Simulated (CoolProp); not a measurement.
Vapour-liquid equilibrium of ethanol (1) + o-xylene (2) at 665 kPa; x and y are mole fractions of (1).

Computed with CoolProp (multi-fluid Helmholtz-energy mixture model, Schroeder 2014 and Zhou 2012; pair parameters Bell 2016).

| x | bubble temperature (K) | y at the bubble point | dew temperature at overall composition x (K) | liquid density (mol/L) |
|---|---|---|---|---|
| 0.05 | 473.8 | 0.434 | 502.7 | 6.824 |
| 0.15 | 443.7 | 0.711 | 495.9 | ? |
| 0.25 | 431.6 | ? | 488.7 | 7.976 |
| 0.35 | 425.5 | 0.831 | 480.9 | 8.491 |
| 0.45 | 421.8 | 0.854 | 472.3 | 9.057 |
| 0.55 | 419.0 | 0.874 | 462.7 | 9.705 |
| 0.65 | 416.6 | 0.893 | ? | 10.47 |
| 0.75 | 414.3 | 0.916 | 438.2 | 11.38 |
| 0.85 | 411.9 | 0.943 | ? | 12.47 |
| 0.95 | 409.6 | 0.979 | 411.4 | 13.79 |

Q: What belongs in the gaps?

A: 
- 0.15, liquid density (mol/L): 7.463
- 0.25, y at the bubble point: 0.793
- 0.65, dew temperature at overall composition x (K): 451.5
- 0.85, dew temperature at overall composition x (K): 422.5

No azeotrope shows between x = 0.05 and 0.95.

The pair parameters rest on a limited set of measurements; away from them the model extrapolates. With so large a gap from Raoult's law the liquid may split in two, which this calculation doesn't test in full.
